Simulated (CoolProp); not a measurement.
Vapour-liquid equilibrium of R125 (1) + isobutane (2) at 2.34 bar; x and y are mole fractions of (1).

Model: multi-fluid Helmholtz-energy mixture model, Lemmon 2005 and Bücker 2006; pair parameters Bell 2016, in CoolProp.

```tsv
x	bubble temperature, mixture model (K)	bubble temperature, Raoult's law (K)	y, mixture model	y, Raoult's law
0.05	271.6	280.5	0.376	0.180
0.15	256.9	273.2	0.666	0.430
0.25	250.3	267.3	0.763	0.593
0.35	247.2	262.5	0.805	0.706
0.45	245.7	258.5	0.825	0.788
0.55	244.9	255.0	0.837	0.849
0.65	244.5	252.0	0.847	0.897
0.75	244.0	249.3	0.861	0.934
0.85	243.6	246.9	0.887	0.965
0.95	243.5	244.8	0.944	0.989
```

The largest gap from Raoult's law is -17.0 K in bubble temperature, at x = 0.25. y crosses x between x = 0.85 and 0.95: the model has an azeotrope there.

The pair parameters rest on a limited set of measurements; away from them the model extrapolates. With so large a gap from Raoult's law the liquid may split in two, which this calculation doesn't test in full.
